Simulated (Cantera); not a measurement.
Cantera run:

```python
import numpy as np
import cantera as ct

gas_names = """
    Fe FeO Fe(OH)2 H HO2 H2 H2O H2O2 O OH O2 O3
""".split()
cond_names = """
    Fe(a) Fe(c) Fe(d) Fe(L) FeO(s) FeO(L) Fe(OH)2(s) Fe(OH)3(s) Fe2O3(s) Fe3O4(s) H2O(s) H2O(L)
""".split()


# ... load() reads the species with a 1 bar reference pressure and builds the phases ...
atoms = {
    'Fe2O3': {'Fe': 2, 'O': 3},
    'H2': {'H': 2},
}
top_T = {'Fe2O3(s)': 1830, 'Fe3O4(s)': 1870}  # K; cautious upper limits of use, not melting points


# ... equilibrate(T, P, feed) seeds the gas with the atoms and calls Mixture.equilibrate('TP', solver="vcs", rtol=1e-11, max_steps=5000) ...
results = []
T = 1198.15  # K
P = 22  # Pa
for m in [2.3, 7.8, 13, 19, 24, 30, 35, 41, 47]:
    feed = {'Fe2O3': 1, 'H2': m}  # mol
    mix = equilibrate(T, P, feed)
    results.append((T, P, feed, dict(zip(mix.species_names, mix.species_moles))))

top = {s: max(r[3][s] / sum(r[3][g] for g in gas_names) for r in results) for s in gas_names}
cols = sorted((s for s in top if top[s] > 1e-05), key=lambda s: -top[s])[:7]
seen = [c for c in cond_names if any(r[3].get(c, 0) > 1e-12 for r in results)]
print("log10 of partial pressures in bar; condensed amounts in mol")
print(f"{'n(H2)':>10s}" + "".join(f"{s[:9]:>10s}" for s in cols + seen))
for T, P, feed, n in results:
    ng = sum(n[g] for g in gas_names)
    print(f"{feed['H2']:10.4g}" + "".join(f"{np.log10(max(n[s] / ng * P / 1e5, 1e-99)):10.3f}" for s in cols)
          + "".join(f"{n.get(c, 0):10.4g}" for c in seen))
```

Result:

```
log10 of partial pressures in bar; condensed amounts in mol
     n(H2)        H2       H2O         H     Fe(c)    FeO(s)
       2.3    -3.905    -4.019    -8.672         0         2
       7.8    -3.763    -4.322    -8.602    0.6877     1.312
        13    -3.763    -4.322    -8.602     1.813    0.1871
        19    -3.732    -4.459    -8.586         2         0
        24    -3.716    -4.561    -8.578         2         0
        30    -3.703    -4.658    -8.571         2         0
        35    -3.697    -4.725    -8.568         2         0
        41    -3.691    -4.793    -8.565         2         0
        47    -3.686    -4.853    -8.563         2         0
```

Equilibrium computed with Cantera from the NASA thermochemical tables; the gas is ideal and each condensed phase is pure. Mutual solubility and eutectic melting of coexisting phases are not modelled. The tables' stoichiometric FeO is somewhat more stable than real wüstite, so its field is too wide. FeO: taken at fixed stoichiometry.
